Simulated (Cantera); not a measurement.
A freely propagating, adiabatic, planar premixed flame of CH4 : C2H6 : O2 : N2 = 1 : 0.047 : 1.55 : 5.81 (molar parts), unburnt at 500 K and 10.0 bar; multicomponent+Soret transport, grid criteria slope 0.08 and curve 0.16, no radiation.

Computed with Cantera and GRI-Mech 3.0 (53 species, 325 reactions). Burning velocities carry a grid error of a few per cent, more on coarse grids.

Question: Predict: laminar burning velocity; thermal thickness; peak x(H); peak x(CH2); peak x(CH3).

Answer: 
```json
{
 "laminar_burning_velocity": "20.0 cm/s",
 "thermal_thickness": "0.132 mm",
 "peak x(H)": "0.000594",
 "peak x(CH2)": "1.58e-5",
 "peak x(CH3)": "0.00151"
}
```
